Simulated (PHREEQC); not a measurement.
## Brine: speciation

Consider water at 30 °C with 4 mol/kgw NaOH and 0.38 mol/kgw CaCl2. Closed to the air; pH follows from the charge balance.

The numbers come from PHREEQC with the Pitzer model, pitzer.dat.

Each row changes one thing in this solution. This is a speciation only: nothing precipitates in the calculation.

```json
[
 {"case": "as made", "pH": "14.32", "SI of Halite (NaCl)": "-1.33", "SI of Portlandite (Ca(OH)2)": "+3.21"},
 {"case": "0.07 mol/kgw KOH added", "pH": "14.34", "SI of Halite (NaCl)": "-1.33", "SI of Portlandite (Ca(OH)2)": "+3.22"},
 {"case": "CaCl2 from 0.38 to 1.9 mol/kgw", "pH": "13.55", "SI of Halite (NaCl)": "-0.20", "SI of Portlandite (Ca(OH)2)": "+3.34"},
 {"case": "diluted 2-fold with water", "pH": "13.89", "SI of Halite (NaCl)": "-2.07", "SI of Portlandite (Ca(OH)2)": "(withheld)"},
 {"case": "CaCl2 from 0.38 to 3.8 mol/kgw", "pH": "(withheld)", "SI of Halite (NaCl)": "+0.62", "SI of Portlandite (Ca(OH)2)": "+2.69"},
 {"case": "diluted 5-fold with water", "pH": "13.49", "SI of Halite (NaCl)": "-2.88", "SI of Portlandite (Ca(OH)2)": "+2.00"}
]
```

Problem. Fill in the missing entries.

Solution. 
- diluted 2-fold with water, SI of Portlandite (Ca(OH)2): +2.66
- CaCl2 from 0.38 to 3.8 mol/kgw, pH: 12.57

Some of these states are supersaturated (in Portlandite, Halite, for instance). In brines, pH and single-ion activities rest on the MacInnes convention.
